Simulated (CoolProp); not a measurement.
Vapour-liquid equilibrium of carbon dioxide (1) + isopentane (2) at 257.4 K; x and y are mole fractions of (1).

Computed with CoolProp (multi-fluid Helmholtz-energy mixture model, Span 1996 and Lemmon 2006; pair parameters Kunz 2012).

Question: Give the bubble pressure and the first vapour's composition at x = 0.55, 0.65, 0.75. Is there an azeotrope?

Answer: x = 0.55: 13.99 bar, y = 0.988; x = 0.65: 15.37 bar, y = 0.990; x = 0.75: 16.86 bar, y = 0.992. No azeotrope shows between x = 0.05 and 0.95.

Pair parameters are fitted to limited data, so mixtures are less certain than the pure fluids. The gap from Raoult's law changes sign with composition, which may be real or a fault of the pair parameters; it wasn't checked against measurements. With so large a gap from Raoult's law the liquid may split in two, which this calculation doesn't test in full.
